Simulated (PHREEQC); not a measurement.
1 kg of water holding 0.26 mol KCl, 0.017 mol NaHCO3, 0.055 mol Na2SO4, 0.07 mol NaCl and 0.032 mol Na2CO3 is evaporated at 25 °C; the solids stay in contact with the brine. CO2 is held at log p = -3.4 (atm). The run lets Arcanite, Burkeite, Glaserite, Halite, Kalicinite, Mirabilite, Misenite, Nahcolite, Natron, Sylvite, Thenardite, Trona precipitate or redissolve, and no other solid.

The series has 28 steps of water left (kg), from 0.9998 to 0.004022.

Model: Pitzer model, pitzer.dat, run in PHREEQC.

Task: Which solids form, in which order, and at which step of the series does each first stand?

Result: Glaserite from water left = 0.1157 kg (pH 9.85); Sylvite from water left = 0.05284 kg (pH 9.95); Trona from water left = 0.04331 kg (pH 9.93); Halite from water left = 0.02873 kg (pH 9.82).
